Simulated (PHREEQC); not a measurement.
Dissolve 8.5 mmol/kgw Al2(SO4)3 and 6.4 mmol/kgw HCl at 25 °C. Closed to the air; pH follows from the charge balance.

The numbers come from PHREEQC with the ion-association model, phreeqc.dat.

| Property | Result |
|---|---|
| pH | 2.41 |
| ionic strength | 0.0443 mol/kgw |
| total alkalinity | -6.40 meq/kg |

```json
[
 {"species": "AlSO4+", "molality": "0.0123", "activity": "0.0102", "log γ": "-0.082"},
 {"species": "SO4-2", "molality": "0.00832", "activity": "0.00397", "log γ": "-0.321"},
 {"species": "Cl-", "molality": "0.00640", "activity": "0.00526", "log γ": "-0.085"},
 {"species": "H+", "molality": "0.00457", "activity": "0.00392", "log γ": "-0.066"},
 {"species": "Al+3", "molality": "0.00318", "activity": "0.000808", "log γ": "-0.596"},
 {"species": "HSO4-", "molality": "0.00183", "activity": "0.00152", "log γ": "-0.082"},
 {"species": "Al(SO4)2-", "molality": "0.00154", "activity": "0.00128", "log γ": "-0.082"},
 {"species": "AlHSO4+2", "molality": "7.51e-6", "activity": "3.53e-6", "log γ": "-0.328"},
 {"species": "AlOH+2", "molality": "4.20e-6", "activity": "2.05e-6", "log γ": "-0.313"},
 {"species": "Al(OH)2+", "molality": "4.89e-9", "activity": "4.09e-9", "log γ": "-0.078"}
]
```

No solid was allowed to form.
